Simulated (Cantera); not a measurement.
An adiabatic, constant-pressure homogeneous reactor starts with H2 : O2 : N2 = 1 : 1.43 : 5.37 (molar parts), at 1500 K and 1.00 atm.

Detailed kinetics in Cantera: the H2/O2 subset of GRI-Mech 3.0, which has no nitrogen chemistry.

One state of this run: T (K) = 2339; x H2 = 0.000961; x O2 = 0.124; x HO2 = 7.09e-6; x O = 0.00219; x H = 0.000366; x OH = 0.00847; x H2O2 = 2.27e-7. x: mole fraction; the columns are a selection and need not sum to one.

Q: Which value of t (s) does it belong to?
A) 0.000122
B) 3.00e-6
C) 1.03e-5
D) 0.200

A: D, 0.200
